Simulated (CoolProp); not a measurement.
A Linde-Hampson liquefier for nitrogen: isothermal reversible compression at 230 K from 1 atm to 5 MPa, throttling to 1 atm, return gas leaving the recuperator 5 K below the feed. Each further row changes one setting.

Values from CoolProp's reference Helmholtz-energy equation of state, Span 2000.

```csv
case,liquid yield per pass,compression work (kJ/kg of gas)
as stated,(withheld),262
high pressure 10 MPa,(withheld),(withheld)
warm-end temperature 260 K,(withheld),(withheld)
warm-end gap 10 K,(withheld),262
```

Problem. Fill in the missing entries.

Solution. 
- as stated, liquid yield per pass: 0.037
- high pressure 10 MPa, liquid yield per pass: 0.085
- high pressure 10 MPa, compression work (kJ/kg of gas): 307
- warm-end temperature 260 K, liquid yield per pass: 0.023
- warm-end temperature 260 K, compression work (kJ/kg of gas): 299
- warm-end gap 10 K, liquid yield per pass: 0.022
